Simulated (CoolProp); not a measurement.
A Linde-Hampson liquefier for ethane: isothermal reversible compression at 320 K from 1 atm to 30 MPa, throttling to 1 atm, return gas leaving the recuperator 0 K below the feed. Each further row changes one setting.

The numbers come from the reference Helmholtz-energy equation of state, Bücker 2006 in CoolProp.

| case | liquid yield per pass | compression work (kJ/kg of gas) |
|---|---|---|
| as stated | 0.467 | 390 |
| high pressure 60 MPa | 0.439 | 457 |
| warm-end temperature 350 K | 0.393 | 457 |
| warm-end gap 5 K | 0.460 | 390 |
